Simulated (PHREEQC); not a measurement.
A solution holds 0.086 mol HCl and 0.028 mol ZnSO4 per kg of water, at 25 °C. Closed to the air; pH follows from the charge balance.

The numbers come from PHREEQC with the ion-association model, phreeqc.dat.

Precipitation was switched off in this run.

Q: Order these Zn species by the share of Zn that they hold, largest first: ZnCl2, Zn(SO4)2-2, Zn+2, ZnSO4, ZnCl+.

A: Zn+2 (79 %), ZnSO4 (14 %), ZnCl+ (5.9 %), Zn(SO4)2-2 (0.80 %), ZnCl2 (0.28 %)

Q: Order these S species by the share of S that they hold, largest first: HSO4-, Zn(SO4)2-2, SO4-2, ZnSO4.

A: HSO4- (59 %), SO4-2 (25 %), ZnSO4 (14 %), Zn(SO4)2-2 (1.6 %)

The pH is 1.25 and the ionic strength 0.145 mol/kgw. Complexes and solids missing from the database can't appear.
